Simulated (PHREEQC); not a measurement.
Model water analysis in mg/L, 80 °C, pH 6.01, pe 12.6: Na 0.0135; K 0.0138; Ca 0.0156; Mg 0.00328; Cl 0.0265; S(6) as SO4 0.0398; Alkalinity as HCO3 0.0272; O(0) (dissolved oxygen) 0.000516.

Valence states are taken as typed.

Equilibrium calculation in PHREEQC: ion-association model, phreeqc.dat.

Precipitation was switched off in this run.

Task: Predict the ionic strength, charge-balance error.

Result: ionic strength 3.92e-6 mol/kgw; charge-balance error -0.6 %.

Task: In which forms is C present?

Result: CO2 68 %, HCO3- 32 % of the C.

Complexes and solids missing from the database can't appear. Constants without temperature data keep their 25 °C values here.
